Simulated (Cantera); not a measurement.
Input: 1 mol Fe₂O₃, a varied amount of H₂S, 2.5 mol CO₂, held at 950 K and 2.40 bar.

Cantera equilibrium calculation (NASA polynomials, part measured and part estimated; ideal gas, pure solids and liquids). Candidate condensed phases: C, C₆H₆, C₇H₈, C₈H₁₈, Fe, Fe(CO)₅, FeO, Fe(OH)₂, Fe(OH)₃, FeS, FeSO₄, FeS₂, Fe₂O₃, Fe₂(SO₄)₃, Fe₃O₄, H₂O, H₂SO₄, S; 127 gas species. FeS: taken at fixed stoichiometry. Gases not in the tables: S₃ to S₇. The numbers say what is thermodynamically allowed, not how fast it happens.

x: gas mole fraction; n: condensed amount in mol.

```tsv
n(H₂S) (mol)	x CO₂	x H₂O	x SO₂	x H₂S	n FeS(s)	n Fe₃O₄(s)
0.17	0.896	0.0597	0.0410	0.00115	___	0.652
0.27	0.862	0.0913	0.0427	0.00176	___	0.623
0.42	0.815	0.134	0.0451	0.00261	___	0.579
0.66	0.751	0.194	0.0485	0.00380	___	0.508
1	0.675	0.265	0.0524	0.00522	___	0.409
1.6	0.573	0.359	0.0577	0.00715	___	0.233
2.6	0.457	0.442	0.0546	0.0343	___	0
```

What belongs in the gaps?


- 0.17, n FeS(s): 0.0443
- 0.27, n FeS(s): 0.132
- 0.42, n FeS(s): 0.264
- 0.66, n FeS(s): 0.475
- 1, n FeS(s): 0.774
- 1.6, n FeS(s): 1.30
- 2.6, n FeS(s): 2.00
